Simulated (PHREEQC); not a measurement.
PHREEQC input (ion-association model, wateq4f.dat):

```
SOLUTION_MASTER_SPECIES
  An  An-  0  An  62.0  # stands for a non-complexing anion
SOLUTION_SPECIES
  An- = An-
    -log_k 0
    -gamma 3.0 0
PHASES
  Fix_H+
    H+ = H+
    -log_k 0
SOLUTION 1
  temp 25
  units mmol/kgw
  pH 7 charge
  Cl 0.015
  Ca 0.0075
  Se(4) 0.69
  Na 6.38
  An 5
END
SELECTED_OUTPUT 1
  -reset false
  -pH true
  -pe true
  -ionic_strength true
  -water true
  -totals Ca Cl Na Se Se(-2) Se(4) Se(6)
  -molalities Hfo_wOH Hfo_wOH2+ Hfo_wO- Hfo_sOH Hfo_sOH2+ Hfo_sO- Hfo_wSeO3- Hfo_wOHSeO3-2 Hfo_sOHCa+2 Hfo_wOCa+
  -saturation_indices Portlandite CaSeO3 Halite
USER_PUNCH 1
  -headings sigma psi
  10 PUNCH EDL("sigma", "Hfo"), EDL("psi", "Hfo")
PRINT
  -reset false
USE solution 1
SURFACE 1
  Hfo_wOH 0.00137079 600 0.61
  Hfo_sOH 3.42697e-05
EQUILIBRIUM_PHASES 1
  Fix_H+ -3 HAn 10
    -force_equality true
END
# ... the last block is repeated for the other 12 points of pH, with NaOH or the acid as the point needs
```

Selected output (columns that matter, 11 of 13 rows; pH added in front):

```
pH	mu	Ca	Na	Se	m_Hfo_wOH	m_Hfo_wOH2+	m_Hfo_wO-	m_Hfo_sOH	m_Hfo_sOH2+	si_Portlandite	si_CaSeO3	si_Halite	sigma	psi
3	0.0075953	7.4999e-06	0.0063799	9.93e-05	5.0196e-06	0.00077506	7.4474e-10	2.2051e-07	3.4049e-05	-22.079	-9.4016	-8.6807	0.056994	0.12431
3.5	0.006823	7.4999e-06	0.0063799	7.3139e-05	9.1015e-06	0.00074482	2.5478e-09	4.137e-07	3.3855e-05	-21.072	-8.9114	-8.677	0.041501	0.11104
4	0.0065698	7.4997e-06	0.0063799	5.9999e-05	1.6864e-05	0.00072391	9.0003e-09	7.8016e-07	3.3489e-05	-20.07	-8.4507	-8.6757	0.03134	0.098039
5	0.0064447	7.4942e-06	0.0063799	5.8699e-05	5.0723e-05	0.00068867	8.5585e-08	2.3502e-06	3.1909e-05	-18.069	-7.4396	-8.675	0.016603	0.068455
5.5	0.0064266	7.4659e-06	0.0063799	7.0268e-05	7.9535e-05	0.0006713	2.1587e-07	3.6255e-06	3.06e-05	-17.071	-6.8618	-8.6749	0.01097	0.05109
6	0.0064153	7.2957e-06	0.0063799	9.0833e-05	0.00011864	0.00065249	4.9416e-07	5.2376e-06	2.8806e-05	-16.081	-6.2609	-8.6749	0.0063512	0.032515
6.5	0.0064057	6.4146e-06	0.0063799	0.00012124	0.00017141	0.00062955	1.0692e-06	7.0926e-06	2.6049e-05	-15.136	-5.6949	-8.6748	0.0024597	0.013311
7	0.0063959	3.847e-06	0.0063799	0.00016242	0.00024258	0.00059835	2.2531e-06	8.8118e-06	2.1735e-05	-14.358	-5.3016	-8.6748	-0.0011053	-0.0060393
8	0.0064481	2.813e-07	0.00638	0.00029044	0.00046901	0.0004919	1.0245e-05	1.3099e-05	1.3738e-05	-13.495	-5.317	-8.6751	-0.0088935	-0.043225
8.5	0.006573	6.6756e-08	0.00638	0.00038746	0.00064557	0.00039859	2.3953e-05	1.6303e-05	1.0066e-05	-13.121	-5.5299	-8.6757	-0.013546	-0.05919
9	0.0067461	1.9292e-08	0.00638	0.00049943	0.00084214	0.00027972	5.8084e-05	1.9319e-05	6.4167e-06	-12.661	-5.8082	-8.6766	-0.018718	-0.072841
```

Complexes and solids missing from the database can't appear. The database's selenite sorption wasn't checked against measurements; a fall in acid may be a fault of its surface constants. The oxide is taken as insoluble; below pH 4 it would dissolve.
